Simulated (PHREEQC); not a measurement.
## Leach liquor: an equilibrium model

Solution (25 °C): 0.19 mol/kgw H2SO4, 0.0036 mol/kgw ZnSO4 and 0.029 mol/kgw MnSO4. Closed to the air; pH follows from the charge balance.

Computed with PHREEQC (ion-association model, phreeqc.dat).

Precipitation was switched off in this run.

Predict the pH, density.

pH 0.80; density 1.013 g/cm³.

In which forms is S present?

HSO4- 80 %, SO4-2 15 %, MnSO4 3.8 % of the S.

Complexes and solids missing from the database can't appear.
